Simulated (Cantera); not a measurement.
A perfectly stirred reactor is fed with H2 : O2 : N2 = 0.47 : 1 : 3.7 (molar parts), equivalence ratio 0.23, at 0.240 bar; it is held at 1148 K, and followed from long to short residence time.

Detailed kinetics in Cantera: the H2/O2 subset of GRI-Mech 3.0, which has no nitrogen chemistry. The temperature is held fixed by assumption; the heat of reaction is taken as removed at once.

One state of this run: x H2 = 0.00568; x O2 = 0.156; x H = 0.00241; x O = 0.00264; x HO2 = 2.54e-5. x: mole fraction; the columns are a selection and need not sum to one.

Q: Which value of τ (s) does it belong to?
A. 0.53
B. 0.13
C. 0.0020
D. 0.00013

A: C, 0.0020
